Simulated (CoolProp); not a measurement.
Properties of octamethyltrisiloxane (MDM) along the isotherm 301.85 °C.

Computed with CoolProp (reference Helmholtz-energy equation of state, Thol 2017).

```json
[
 {"p (MPa)": "0.327", "phase": "gas", "Z": "0.9246", "cp (kJ/(kg K))": "2.123", "expansivity (1/kK)": "2.344"},
 {"p (MPa)": "0.653", "phase": "gas", "Z": "___", "cp (kJ/(kg K))": "2.173", "expansivity (1/kK)": "3.368"},
 {"p (MPa)": "0.98", "phase": "gas", "Z": "___", "cp (kJ/(kg K))": "2.274", "expansivity (1/kK)": "5.469"},
 {"p (MPa)": "1.31", "phase": "gas", "Z": "0.5908", "cp (kJ/(kg K))": "2.587", "expansivity (1/kK)": "11.99"},
 {"p (MPa)": "1.63", "phase": "supercritical", "Z": "0.3260", "cp (kJ/(kg K))": "6.327", "expansivity (1/kK)": "89.15"},
 {"p (MPa)": "1.96", "phase": "supercritical", "Z": "0.2507", "cp (kJ/(kg K))": "3.099", "expansivity (1/kK)": "15.38"},
 {"p (MPa)": "2.29", "phase": "supercritical", "Z": "0.2697", "cp (kJ/(kg K))": "2.776", "expansivity (1/kK)": "8.982"},
 {"p (MPa)": "2.61", "phase": "supercritical", "Z": "0.2938", "cp (kJ/(kg K))": "2.659", "expansivity (1/kK)": "6.779"},
 {"p (MPa)": "2.94", "phase": "supercritical", "Z": "___", "cp (kJ/(kg K))": "2.592", "expansivity (1/kK)": "5.572"},
 {"p (MPa)": "3.27", "phase": "supercritical", "Z": "0.3473", "cp (kJ/(kg K))": "2.549", "expansivity (1/kK)": "4.814"},
 {"p (MPa)": "3.59", "phase": "supercritical", "Z": "___", "cp (kJ/(kg K))": "___", "expansivity (1/kK)": "4.299"}
]
```

What belongs in the gaps?


- 0.653, Z: 0.8380
- 0.98, Z: 0.7330
- 2.94, Z: 0.3203
- 3.59, Z: 0.3737
- 3.59, cp (kJ/(kg K)): 2.519

The peak of cp marks the crossing from liquid-like to gas-like fluid above the critical point.
